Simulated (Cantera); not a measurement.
Boron, boron nitride and boron oxide: B2H6 + NH3 + H2

A closed system holds: 1 mol B2H6, a varied amount of NH3, 7.8 mol H2, held at 1975 K and 0.000460 bar.

Method: chemical equilibrium by Gibbs-energy minimisation in Cantera with the NASA 1993 tables (ideal gas, pure condensed phases). Candidate condensed phases: B, BN; 15 gas species. The feed counts by its element totals alone. Mutual solubility and eutectic melting of coexisting phases are not modelled. The tables' values for BH2 are old estimates; treat these amounts as uncertain. Kinetics and transport are ignored.

| n(NH3) (mol) | log p H2 | log p N2 | log p H | log p BH2 | log p B | log p BH | log p BN | n B(s) | n BN(s) |
|---|---|---|---|---|---|---|---|---|---|
| 2.6 | -3.40 | -4.44 | -4.56 | -6.79 | -7.06 | -8.36 | -9.21 | 1.99 | 0 |
| 3.3 | -3.41 | -4.37 | -4.57 | -6.80 | -7.06 | -8.36 | -9.18 | 1.99 | 0 |
| 4.2 | -3.42 | -4.31 | -4.57 | -6.81 | -7.06 | -8.37 | -9.15 | 1.99 | 0 |
| 5.3 | -3.42 | -4.26 | -4.58 | -6.82 | -7.06 | -8.37 | -9.12 | 1.99 | 0 |
| 6.8 | -3.43 | -4.21 | -4.58 | -6.82 | -7.06 | -8.37 | -9.09 | 1.99 | 0 |
| 8.6 | -3.44 | -4.16 | -4.58 | -6.83 | -7.06 | -8.38 | -9.07 | 1.98 | 0 |
| 11 | -3.45 | -4.13 | -4.59 | -6.84 | -7.06 | -8.38 | -9.05 | 1.98 | 0 |
| 14 | -3.45 | -4.09 | -4.59 | -6.84 | -7.06 | -8.38 | -9.04 | 1.98 | 0 |
| 18 | -3.45 | -4.09 | -4.59 | -6.84 | -7.06 | -8.38 | -9.04 | 0.619 | 1.36 |
| 23 | -3.46 | -4.07 | -4.59 | -6.86 | -7.07 | -8.40 | -9.04 | 0 | 1.97 |
| 29 | -3.46 | -4.05 | -4.59 | -6.88 | -7.08 | -8.41 | -9.04 | 0 | 1.97 |
log p: log10 of the partial pressure in bar; n: condensed amount in mol.

From 2.6 mol NH3 to 14 mol NH3 the condensed part is B(s). At 18 mol NH3 the condensed part is B(s) + BN(s). From 23 mol NH3 to 29 mol NH3 the condensed part is BN(s).
